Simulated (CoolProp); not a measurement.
Properties of R1234ze(E) at several states.

Values from CoolProp's reference Helmholtz-energy equation of state, Thol 2016.

```json
[
 {"T (K)": "363.5", "p (MPa)": "0.0974", "phase": "gas", "density (kg/m³)": "3.718", "cv (kJ/(kg K))": "[?]", "Joule-Thomson coefficient (K/MPa)": "10.98", "viscosity (µPa s)": "15.1", "conductivity (mW/(m K))": "19.2"},
 {"T (K)": "204.4", "p (MPa)": "0.747", "phase": "liquid", "density (kg/m³)": "1424", "cv (kJ/(kg K))": "0.8339", "Joule-Thomson coefficient (K/MPa)": "-0.3685", "viscosity (µPa s)": "743", "conductivity (mW/(m K))": "110"},
 {"T (K)": "346.7", "p (MPa)": "0.241", "phase": "gas", "density (kg/m³)": "9.867", "cv (kJ/(kg K))": "0.8836", "Joule-Thomson coefficient (K/MPa)": "12.96", "viscosity (µPa s)": "[?]", "conductivity (mW/(m K))": "17.8"},
 {"T (K)": "375.8", "p (MPa)": "9.55", "phase": "liquid", "density (kg/m³)": "945.7", "cv (kJ/(kg K))": "1.009", "Joule-Thomson coefficient (K/MPa)": "0.4489", "viscosity (µPa s)": "98.8", "conductivity (mW/(m K))": "60.2"},
 {"T (K)": "376.1", "p (MPa)": "1.4", "phase": "gas", "density (kg/m³)": "[?]", "cv (kJ/(kg K))": "0.9604", "Joule-Thomson coefficient (K/MPa)": "11.84", "viscosity (µPa s)": "15.9", "conductivity (mW/(m K))": "[?]"},
 {"T (K)": "269.2", "p (MPa)": "0.074", "phase": "gas", "density (kg/m³)": "3.866", "cv (kJ/(kg K))": "0.7610", "Joule-Thomson coefficient (K/MPa)": "27.35", "viscosity (µPa s)": "[?]", "conductivity (mW/(m K))": "11.4"}
]
```

Complete the blanks.


- 363.5, cv (kJ/(kg K)): 0.9030
- 346.7, viscosity (µPa s): 14.4
- 376.1, density (kg/m³): 60.83
- 376.1, conductivity (mW/(m K)): 20.9
- 269.2, viscosity (µPa s): 11.1

Viscosity comes from a separate model (Bell 2016), an estimate that may be off by 10 % or more. Thermal conductivity comes from a separate model (Perkins 2011).
